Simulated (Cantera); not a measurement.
Mixture: CO : H2 : CH4 : O2 : N2 : CO2 = 1 : 0.22 : 0.51 : 3.02 : 11.3 : 0.067 (molar parts), at 1.00 bar, adiabatic and at constant pressure. Ignition delay is the time to a rise of 400 K.

Cantera simulation using GRI-Mech 3.0 (53 species, 325 reactions); the numbers are that mechanism's predictions, not measurements. Below about 1000 K GRI-Mech 3.0 lacks low-temperature oxidation paths.

**Question.** Predict: delay at 975 K; delay at 1050 K; delay at 1125 K; delay at 1200 K; delay at 1275 K; delay at 1350 K; delay at 1425 K; apparent activation energy between 1275 and 1425 K.

**Answer.** 
- delay at 975 K = 16.8 ms
- delay at 1050 K = 5.94 ms
- delay at 1125 K = 2.79 ms
- delay at 1200 K = 1.43 ms
- delay at 1275 K = 0.789 ms
- delay at 1350 K = 0.465 ms
- delay at 1425 K = 0.293 ms
- apparent activation energy between 1275 and 1425 K = 100 kJ/mol
